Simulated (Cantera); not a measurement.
Feed: 1 mol MgO, 2.3 mol Cl2, equilibrated at 61.0 mbar.

Cantera equilibrium calculation (NASA polynomials, part measured and part estimated; ideal gas, pure solids and liquids). Candidate condensed phases: Mg, MgCl2, MgO; 11 gas species. Kinetics and transport are ignored.

### Question
Which condensed phases are stable at each of these points (T (K)): 1123, 1173, 1223, 1273, 1323, 1373, 1423, 1473, 1523, 1573?

### Answer
```csv
T (K),condensed phases,Mg condensed (%)
1123,MgO(s),93.7
1173,MgO(s),88.5
1223,MgO(s),80.3
1273,MgO(s),68.0
1323,MgO(s),51.2
1373,MgO(s),30.0
1423,MgO(s),6.0
1473,gas only,0.0
1523,gas only,0.0
1573,gas only,0.0
```

From 1123 K to 1423 K the condensed part is MgO(s). From 1473 K to 1573 K nothing is condensed.
